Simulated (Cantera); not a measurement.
Equilibrium for hydrogen reduction and annealing atmospheres: ZrO2 + H2 + N2

A closed system holds: 1 mol ZrO2, 2 mol H2, 19 mol N2, at 0.00133 bar.

These are equilibrium values from Cantera (NASA tables, ideal gas, pure condensed phases), not measurements of a reactor. Candidate condensed phases: H2O, Zr, ZrN, ZrO2; 28 gas species. Equilibrium is a limit: real reactors are often held back by kinetics, nucleation or transport.

From 1275 K to 1425 K the condensed part is ZrO2(monoclinic). From 1500 K to 2100 K the condensed part is ZrO2(tetragonal).

| T (K) | x N2 | x H2 | x H | x ZrO | x H2O | x OH | x ZrO2 | x N | n ZrO2(monoclinic) | n ZrO2(tetragonal) |
|---|---|---|---|---|---|---|---|---|---|---|
| 1275 | 0.905 | 0.0952 | 6.23e-6 | <1e-12 | 9.94e-8 | <1e-12 | <1e-12 | <1e-12 | 1.000 | 0 |
| 1350 | 0.905 | 0.0952 | 2.01e-5 | <1e-12 | 1.81e-7 | <1e-12 | <1e-12 | <1e-12 | 1.000 | 0 |
| 1425 | 0.905 | 0.0952 | 5.76e-5 | <1e-12 | 3.09e-7 | 4.09e-12 | <1e-12 | <1e-12 | 1.000 | 0 |
| 1500 | 0.905 | 0.0952 | 0.000149 | <1e-12 | 4.97e-7 | 2.22e-11 | <1e-12 | 1.58e-12 | 0 | 1.000 |
| 1575 | 0.905 | 0.0950 | 0.000351 | 2.16e-12 | 7.56e-7 | 1.01e-10 | <1e-12 | 9.84e-12 | 0 | 1.000 |
| 1650 | 0.904 | 0.0948 | 0.000766 | 3.45e-11 | 1.11e-6 | 4.04e-10 | 1.22e-12 | 5.19e-11 | 0 | 1.000 |
| 1725 | 0.904 | 0.0944 | 0.00156 | 4.31e-10 | 1.56e-6 | 1.42e-9 | 1.45e-11 | 2.37e-10 | 0 | 1.000 |
| 1800 | 0.903 | 0.0936 | 0.00300 | 4.36e-9 | 2.13e-6 | 4.51e-9 | 1.39e-10 | 9.52e-10 | 0 | 1.000 |
| 1875 | 0.902 | 0.0922 | 0.00545 | 3.64e-8 | 2.81e-6 | 1.30e-8 | 1.11e-9 | 3.43e-9 | 0 | 1.000 |
| 1950 | 0.900 | 0.0901 | 0.00942 | 2.58e-7 | 3.60e-6 | 3.42e-8 | 7.53e-9 | 1.12e-8 | 0 | 1.000 |
| 2025 | 0.898 | 0.0867 | 0.0155 | 1.58e-6 | 4.46e-6 | 8.34e-8 | 4.42e-8 | 3.34e-8 | 0 | 1.000 |
| 2100 | 0.894 | 0.0819 | 0.0244 | 6.84e-6 | 6.55e-6 | 2.33e-7 | 2.28e-7 | 9.24e-8 | 0 | 1.000 |
x: gas mole fraction; n: condensed amount in mol.
